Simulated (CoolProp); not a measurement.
Saturated liquid density (kg/m³) of CH2F2 (R32): the reference equation beside estimates from Tc = 351.3 K, pc = 5.783 MPa, ω = 0.277.

The numbers come from the reference Helmholtz-energy equation of state, Tillner-Roth 1997 in CoolProp.

```tsv
T (K)	reference	van der Waals	Redlich-Kwong	Peng-Robinson
253.5	1119	576.6	832.2	986.9
263.2	1089	561.4	805.0	957.9
273	1056	545.1	…	925.8
282.8	1021	527.6	…	…
292.5	984.0	508.9	710.6	851.7
302.3	943.3	488.3	673.5	807.9
312	898.7	465.7	632.9	758.6
321.8	847.1	439.8	586.7	700.8
331.6	784.7	409.0	532.5	631.2
```

### Question
Complete the blanks.

### Answer

- 273, Redlich-Kwong: 775.7
- 282.8, Redlich-Kwong: 744.2
- 282.8, Peng-Robinson: 890.5

Absolute difference from the reference over all 9 rows, mean and median: van der Waals 48.3 and 48.3 %, Redlich-Kwong 28.2 and 27.8 %, Peng-Robinson 14.4 and 13.4 %.
